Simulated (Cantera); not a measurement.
Input (Python, Cantera) and output of one run.

```python
import numpy as np
import cantera as ct

gas_names = """
    H H2 N NH NH2 NH3 N2 N2H2 N2H4 Si SiH SiH2 SiH3 SiH4 SiN Si2 Si2N Si3
""".split()
cond_names = """
    Si(cr) Si(L) Si3N4(a)
""".split()


# ... load() reads the species with a 1 bar reference pressure and builds the phases ...
atoms = {
    'Si2H6': {'Si': 2, 'H': 6},
    'N2': {'N': 2},
    'NH3': {'N': 1, 'H': 3},
}
top_T = {'Si3N4(a)': 2400}  # K; cautious upper limits of use, not melting points


# ... equilibrate(T, P, feed) seeds the gas with the atoms and calls Mixture.equilibrate('TP', solver="vcs", rtol=1e-11, max_steps=5000) ...
results = []
feed = {'Si2H6': 1, 'N2': 3, 'NH3': 0.00084}  # mol
P = 520  # Pa
for T in [923, 1023, 1123, 1223, 1323, 1423, 1523, 1623, 1723, 1823]:
    mix = equilibrate(T, P, feed)
    results.append((T, P, feed, dict(zip(mix.species_names, mix.species_moles))))
    x = sorted(zip(gas.X, gas.species_names), reverse=True)
    print(f"T = {T:g} K  P = {P:g} Pa  gas = {mix.phase_moles(0):.4g} mol")
    print("   x: " + "  ".join(f"{s} {v:.3e}" for v, s in x if v > 0.0001))
    print("   condensed (mol): " + ("  ".join(f"{mix.phase(i).name} {mix.phase_moles(i):.4g}"
          for i in range(1, mix.n_phases) if mix.phase_moles(i) > 1e-12) or "none"))
```

It prints:

```
T = 923 K  P = 520 Pa  gas = 4.668 mol
   x: H2 6.429e-01  N2 3.571e-01
   condensed (mol): Si3N4(a) 0.6667
T = 1023 K  P = 520 Pa  gas = 4.668 mol
   x: H2 6.429e-01  N2 3.571e-01
   condensed (mol): Si3N4(a) 0.6667
T = 1123 K  P = 520 Pa  gas = 4.668 mol
   x: H2 6.429e-01  N2 3.571e-01
   condensed (mol): Si3N4(a) 0.6667
T = 1223 K  P = 520 Pa  gas = 4.668 mol
   x: H2 6.429e-01  N2 3.571e-01
   condensed (mol): Si3N4(a) 0.6667
T = 1323 K  P = 520 Pa  gas = 4.668 mol
   x: H2 6.429e-01  N2 3.571e-01
   condensed (mol): Si3N4(a) 0.6667
T = 1423 K  P = 520 Pa  gas = 4.669 mol
   x: H2 6.428e-01  N2 3.571e-01
   condensed (mol): Si3N4(a) 0.6667
T = 1523 K  P = 520 Pa  gas = 4.669 mol
   x: H2 6.427e-01  N2 3.571e-01  H 2.569e-04
   condensed (mol): Si3N4(a) 0.6667
T = 1623 K  P = 520 Pa  gas = 4.67 mol
   x: H2 6.422e-01  N2 3.570e-01  H 7.681e-04
   condensed (mol): Si3N4(a) 0.6666
T = 1723 K  P = 520 Pa  gas = 5.518 mol
   x: H2 5.430e-01  N2 4.549e-01  H 1.863e-03  Si 1.891e-04
   condensed (mol): Si(L) 1.263  Si3N4(a) 0.2451
T = 1823 K  P = 520 Pa  gas = 6.02 mol
   x: N2 4.984e-01  H2 4.964e-01  H 4.233e-03  Si 8.501e-04
   condensed (mol): Si(L) 1.994
```

Method: chemical equilibrium by Gibbs-energy minimisation in Cantera with the NASA 1993 tables (ideal gas, pure condensed phases). The feed counts by its element totals alone. Mutual solubility and eutectic melting of coexisting phases are not modelled. The tables' values for SiN are old estimates; treat these amounts as uncertain. Gases not in the tables: Si2H6 and higher silanes.
